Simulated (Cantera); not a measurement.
A closed system holds: 1 mol Si, 3.4 mol HF, at 975 K and 1.00 bar.

Method: chemical equilibrium by Gibbs-energy minimisation in Cantera with the NASA 1993 tables (ideal gas, pure condensed phases). Candidate condensed phases: Si; 25 gas species. The tables' values for SiF3 are old estimates; treat these amounts as uncertain. Kinetics and transport are ignored.

Base state: H2 0.654, SiF4 0.310, SiHF3 0.0333, SiH2F2 0.00192, SiF3 0.000179, SiH3F 2.51e-5 (mole fractions); condensed: Si(s).

### Question
What changes in the equilibrium state with this change: HF from 3.4 to 7.6 mol?

### Answer
| species | before | after |
|---|---|---|
| HF | 8.65e-6 | 0.545 |
| H2 | 0.654 | 0.303 |
| SiF4 | 0.310 | 0.152 |
| SiHF3 | 0.0333 | 1.19e-7 |
| SiH2F2 | 0.00192 | <1e-9 |
| SiF3 | 0.000179 | <1e-9 |
| SiH3F | 2.51e-5 | <1e-9 |
| H2F2 | <1e-9 | 1.28e-5 |
| Si(s), mol | 0.126 | 0 |
